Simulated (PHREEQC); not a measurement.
A solution holds 0.12 mol NH4HF2, 0.0012 mol (NH4)2SiF6 and 3.5e-05 mol HBF4 per kg of water, at 20 °C. Closed to the air; pH follows from the charge balance.

Equilibrium calculation in PHREEQC: ion-association model, wateq4f.dat.

| quantity | before | after |
|---|---|---|
| pH | 3.16 | 3.23 |
| ionic strength (mol/kgw) | 0.124 | 0.00383 |
| F- (mol/kgw) | 0.0965 | 0.00141 |
| HF (mol/kgw) | 0.0665 | 0.00107 |
| HF2- (mol/kgw) | 0.0243 | 5.55e-6 |
| H2F2 (mol/kgw) | 0.0142 | 3.57e-6 |
| SI of Quartz (SiO2) | -10.21 | +0.65 |

Question: Name the change that produced these shifts.
A) NH4HF2 left out
B) 0.02 mol/kgw (NH4)2HPO4 added
C) 0.0017 mol/kgw LiF added
D) HBF4 replaced by KF at the same molality

Answer: A, NH4HF2 left out

Precipitation was switched off in this run. Some of these states are supersaturated (in Quartz (slow to form), Chalcedony (slow to form), for instance). wateq4f.dat counts part of the HF as a dimer, H2F2, which phreeqc.dat doesn't know; its constant is uncertain. SiF6-2 is the database's only silicon fluoride. Real BF4- forms and hydrolyses slowly; the run takes it at equilibrium.
